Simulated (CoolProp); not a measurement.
Vapour-liquid equilibrium of CH2F2 (R32) (1) + R227EA (2) at -23.85 °C; x and y are mole fractions of (1).

Values from CoolProp's multi-fluid Helmholtz-energy mixture model, Tillner-Roth 1997 and Lemmon 2016; pair parameters Bell 2016.

```
x      bubble pressure (MPa)  y at the bubble point  dew pressure at overall composition x (MPa)  liquid density (mol/L)
-----  ---------------------  ---------------------  -------------------------------------------  ----------------------
0.05                 0.09007                  0.229                                      0.07564                   9.530
0.125                 0.1173                  0.447                                      0.08109                   10.00
0.2                   0.1443                  0.582                                      0.08740                   10.52
0.275                 0.1702                  0.673                                      0.09476                   11.09
0.35                  0.1943                  0.737                                       0.1035                   11.71
0.425                 0.2165                  0.785                                       0.1139                   12.39
0.5                   0.2368                  0.822                                       0.1267                   13.15
0.575                 0.2555                  0.853                                       0.1426                   14.01
0.65                  0.2729                  0.880                                       0.1628                   14.97
0.725                 0.2895                  0.905                                       0.1893                   16.06
0.8                   0.3057                  0.929                                       0.2244                   17.32
0.875                 0.3220                  0.954                                       0.2694                   18.77
0.95                  0.3386                  0.981                                       0.3194                   20.47
```

No azeotrope shows between x = 0.05 and 0.95.

The pair parameters rest on a limited set of measurements; away from them the model extrapolates.
